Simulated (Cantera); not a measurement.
A Cantera script and its output.

```python
import numpy as np
import cantera as ct

gas = ct.Solution("gri30.yaml")


def delay(T, t_max=10):
    gas.TPX = T, 160000, {'CH4': 1, 'H2': 0.83, 'O2': 4.31, 'N2': 23.7}
    reactor = ct.IdealGasReactor(gas, clone=False)
    net = ct.ReactorNet([reactor])
    net.rtol, net.atol = 1e-8, 1e-16
    while net.time < t_max:
        t_old, T_old = net.time, reactor.T
        net.step()
        if reactor.T > T + 400:  # ignition: a rise of 400 K
            return t_old + (T + 400 - T_old) / (reactor.T - T_old) * (net.time - t_old)
    return np.nan


taus = []
for T in [1000, 1050, 1100, 1150, 1200, 1250, 1300, 1350]:
    taus.append(delay(T))
    print(f"T0 = {T:6g} K   tau = {taus[-1]:.4e} s")
```

Result:

```
T0 =   1000 K   tau = 1.1202e-02 s
T0 =   1050 K   tau = 4.0610e-03 s
T0 =   1100 K   tau = 2.1139e-03 s
T0 =   1150 K   tau = 1.2523e-03 s
T0 =   1200 K   tau = 7.9176e-04 s
T0 =   1250 K   tau = 5.2235e-04 s
T0 =   1300 K   tau = 3.5662e-04 s
T0 =   1350 K   tau = 2.5111e-04 s
```

Cantera simulation using GRI-Mech 3.0 (53 species, 325 reactions); the numbers are that mechanism's predictions, not measurements.
